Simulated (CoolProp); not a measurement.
Vapour-liquid equilibrium of R1234yf (1) + R227EA (2) at 209.2 K; x and y are mole fractions of (1).

Values from CoolProp's multi-fluid Helmholtz-energy mixture model, Lemmon 2022 and Lemmon 2016; pair parameters Bell 2016.

```csv
x,"bubble pressure, mixture model (bar)","bubble pressure, Raoult's law (bar)","y, mixture model","y, Raoult's law"
0.05,0.07746,0.07706,0.111,0.107
0.125,0.08481,0.08401,0.251,0.246
0.2,0.09196,0.09095,0.367,0.363
0.275,0.09898,0.09790,0.465,0.464
0.35,0.1059,0.1048,0.550,0.551
0.425,0.1127,0.1118,0.625,0.627
0.5,0.1196,0.1187,0.691,0.695
0.575,0.1264,0.1257,0.751,0.755
0.65,0.1332,0.1326,0.805,0.809
0.725,0.1400,0.1396,0.854,0.857
0.8,0.1468,0.1465,0.898,0.901
0.875,0.1536,0.1535,0.939,0.941
0.95,0.1605,0.1604,0.977,0.977
```

The largest gap from Raoult's law is +1.1 % in bubble pressure, at x = 0.2. No azeotrope shows between x = 0.05 and 0.95.

Pair parameters are fitted to limited data, so mixtures are less certain than the pure fluids.
